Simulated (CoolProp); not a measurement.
The fluid at 188.77 K and 0.425 MPa (gas) is heated at constant pressure to 272.9 K. The same conditions are run with several fluids, on thermodynamics alone (safety and materials aside).

Model: reference Helmholtz-energy equation of state of each fluid (CF4 (R14): Platzer 1990; methane: Setzmann 1991; oxygen: Schmidt 1985; normal hydrogen: Leachman 2009; dry air: Lemmon 2000), in CoolProp. The equations of Platzer and Polt are older, rougher fits. Blends and air are pseudo-pure fits.

```csv
fluid,heat (kJ/kg),final density (kg/m³)
CF4 (R14),51.2,16.8
methane,183,3.04
oxygen,77.8,6.02
normal hydrogen,1170,0.377
dry air,85.5,5.44
```
